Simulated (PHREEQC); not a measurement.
Make-up at 25 °C: 0.028 mol/kgw NaHS and 4e-05 mol/kgw NaOH. Closed to the air; pH follows from the charge balance.

The numbers come from PHREEQC with the ion-association model, wateq4f.dat.

```
quantity                   before     after
------------------------  -------  --------
pH                           9.68      8.89
ionic strength (mol/kgw)   0.0281    0.0281
H2S (mol/kgw)             4.26e-5  0.000118
```

Q: Which change was made?
A) NaOH from 4e-05 to 4e-06 mol/kgw
B) NaHS from 0.028 to 0.28 mol/kgw
C) diluted 10-fold with water
D) diluted 100-fold with water
E) temperature from 25 to 65 °C

A: E, temperature from 25 to 65 °C

No solid was allowed to form. At this temperature some constants are extrapolated from 25 °C, and those without enthalpy data are left unchanged.
